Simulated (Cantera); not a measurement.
What does this Cantera script print?

```python
import numpy as np
import cantera as ct

gas = ct.Solution("h2o2.yaml")
gas.TPX = 600, 690000, {'H2': 1, 'O2': 0.294, 'N2': 1.11}
flame = ct.FreeFlame(gas, width=0.01)
flame.set_refine_criteria(ratio=3, slope=0.08, curve=0.16)
flame.transport_model = "mixture-averaged"
flame.solve(loglevel=0, auto=True)
z, T = flame.grid, flame.T
thick = (T[-1] - T[0]) / np.gradient(T, z).max()
show = ['H2', 'O2', 'O', 'OH', 'H', 'H2O']
print(f"laminar burning velocity  {flame.velocity[0] * 100:.3f} cm/s")
print(f"burnt temperature         {T[-1]:.1f} K")
print(f"thermal thickness         {thick * 1e3:.4f} mm")
print(f"grid points               {len(z)}")
z0 = z[flame.heat_release_rate.argmax()]
print(f"{'z/mm':>9s}{'T/K':>9s}{'u/(m/s)':>9s}" + "".join(f"{s:>11s}" for s in show))
rows = []
for k in (-3, -2, -1.5, -1, -0.5, -0.25, 0, 0.25, 0.5, 1, 2, 4, 8):
    zz = z0 + k * thick
    rows.append([k * thick, np.interp(zz, z, T), np.interp(zz, z, flame.velocity),
                 *(np.interp(zz, z, flame.X[gas.species_index(s)]) for s in show)])
    print(f"{rows[-1][0] * 1e3:9.3f}{rows[-1][1]:9.1f}{rows[-1][2]:9.3f}" + "".join(f"{x:11.3e}" for x in rows[-1][3:]))
```

Result:

```
laminar burning velocity  914.526 cm/s
burnt temperature         2412.8 K
thermal thickness         0.0374 mm
grid points               111
     z/mm      T/K  u/(m/s)         H2         O2          O         OH          H        H2O
   -0.112    600.0    9.145  4.160e-01  1.223e-01  2.933e-13  1.024e-14  1.033e-14  2.454e-10
   -0.075    600.0    9.145  4.160e-01  1.223e-01  4.613e-11  1.611e-12  1.698e-12  1.647e-08
   -0.056    600.0    9.145  4.159e-01  1.223e-01  6.985e-10  2.449e-11  2.871e-11  1.863e-07
   -0.037    600.7    9.149  4.154e-01  1.224e-01  3.063e-08  1.588e-09  7.485e-09  5.513e-06
   -0.019    647.8    9.728  4.052e-01  1.232e-01  1.193e-05  6.027e-05  1.002e-04  1.782e-03
   -0.009    933.1   13.562  3.665e-01  1.156e-01  3.134e-04  1.078e-03  4.179e-03  2.749e-02
    0.000   1373.7   19.384  2.915e-01  8.391e-02  2.103e-03  2.654e-03  2.279e-02  9.984e-02
    0.009   1697.1   23.666  2.190e-01  3.945e-02  3.369e-03  5.347e-03  4.431e-02  1.851e-01
    0.019   1867.4   25.887  1.838e-01  1.481e-02  2.774e-03  6.969e-03  5.255e-02  2.319e-01
    0.037   2017.6   27.758  1.712e-01  2.777e-03  1.743e-03  7.689e-03  4.842e-02  2.568e-01
    0.075   2143.3   29.247  1.754e-01  7.374e-04  1.007e-03  6.894e-03  3.592e-02  2.644e-01
    0.150   2246.4   30.424  1.811e-01  3.309e-04  4.848e-04  5.299e-03  2.391e-02  2.693e-01
    0.299   2320.6   31.249  1.854e-01  1.350e-04  1.973e-04  3.615e-03  1.483e-02  2.733e-01
```

Detailed kinetics in Cantera: the H2/O2 subset of GRI-Mech 3.0, which has no nitrogen chemistry. The hydrogen kinetics of GRI-Mech 3.0 are dated; newer H2 mechanisms differ, most at raised pressure. Burning velocities carry a grid error of a few per cent, more on coarse grids.
